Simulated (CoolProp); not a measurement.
R1234ze(E) at several states: fugacity coefficient from the reference equation and from simpler models built on Tc = 109.4 °C, pc = 3635 kPa, ω = 0.313; each cubic takes its own stable root.

Model: reference Helmholtz-energy equation of state, Thol 2016, in CoolProp.

| T (°C) | p (kPa) | phase | reference | van der Waals | Redlich-Kwong | Soave-Redlich-Kwong | Peng-Robinson |
|---|---|---|---|---|---|---|---|
| -28.95 | 15000 | liquid | 0.007788 | 0.07270 | 0.01796 | 0.008248 | ___ |
| 28.65 | 92.9 | gas | 0.9796 | 0.9867 | 0.9831 | 0.9813 | 0.9802 |
| -68.25 | 229 | liquid | ___ | 0.6596 | 0.08878 | 0.02708 | 0.02866 |
| -68.05 | 551 | liquid | 0.01182 | 0.2829 | ___ | 0.01161 | ___ |

Some entries are withheld; supply them.


- -28.95, Peng-Robinson: 0.007717
- -68.25, reference: 0.02761
- -68.05, Redlich-Kwong: 0.03800
- -68.05, Peng-Robinson: 0.01226
